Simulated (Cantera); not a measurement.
**Moist CO burnout**

An isothermal, constant-pressure homogeneous reactor starts with CO : O2 : H2O : N2 = 0.0081 : 0.0047 : 0.00055 : 1 (molar parts), at 1250 K and 400000 Pa.

Detailed kinetics in Cantera: GRI-Mech 3.0 (53 species, 325 reactions).

```json
[
 {"t (s)": "9.00e-5", "x CO": "0.00799", "x O2": "0.00464", "x H2O": "0.000543", "x NO2": "<1e-12", "x N2O": "<1e-12", "x NO": "<1e-12"},
 {"t (s)": "0.000349", "x CO": "0.00799", "x O2": "0.00464", "x H2O": "0.000543", "x NO2": "<1e-12", "x N2O": "6.80e-12", "x NO": "<1e-12"},
 {"t (s)": "0.00136", "x CO": "0.00799", "x O2": "0.00464", "x H2O": "0.000543", "x NO2": "<1e-12", "x N2O": "1.55e-10", "x NO": "<1e-12"},
 {"t (s)": "0.00527", "x CO": "0.00781", "x O2": "0.00453", "x H2O": "0.000535", "x NO2": "2.04e-11", "x N2O": "1.49e-7", "x NO": "1.02e-9"},
 {"t (s)": "0.0204", "x CO": "0.00282", "x O2": "0.00204", "x H2O": "0.000525", "x NO2": "3.69e-9", "x N2O": "2.38e-6", "x NO": "3.77e-7"},
 {"t (s)": "0.0794", "x CO": "0.000315", "x O2": "0.000799", "x H2O": "0.000540", "x NO2": "1.31e-8", "x N2O": "2.38e-6", "x NO": "8.64e-7"},
 {"t (s)": "0.308", "x CO": "1.65e-5", "x O2": "0.000651", "x H2O": "0.000544", "x NO2": "3.72e-8", "x N2O": "1.72e-6", "x NO": "9.72e-7"},
 {"t (s)": "1.20", "x CO": "4.64e-7", "x O2": "0.000643", "x H2O": "0.000545", "x NO2": "1.98e-8", "x N2O": "2.88e-7", "x NO": "1.00e-6"},
 {"t (s)": "4.64", "x CO": "3.11e-8", "x O2": "0.000643", "x H2O": "0.000545", "x NO2": "3.70e-9", "x N2O": "8.22e-9", "x NO": "1.02e-6"},
 {"t (s)": "18.0", "x CO": "9.09e-9", "x O2": "0.000643", "x H2O": "0.000545", "x NO2": "1.57e-9", "x N2O": "2.81e-9", "x NO": "1.02e-6"},
 {"t (s)": "70.0", "x CO": "8.59e-9", "x O2": "0.000643", "x H2O": "0.000545", "x NO2": "1.51e-9", "x N2O": "2.69e-9", "x NO": "1.02e-6"}
]
```
x: mole fraction; the columns are a selection and need not sum to one.

Equilibrium at this temperature and pressure: CO 8.65e-9, O2 0.000635, H2O 0.000545, NO2 2.57e-8, N2O 2.67e-9, NO 1.75e-5 (gas phase only).
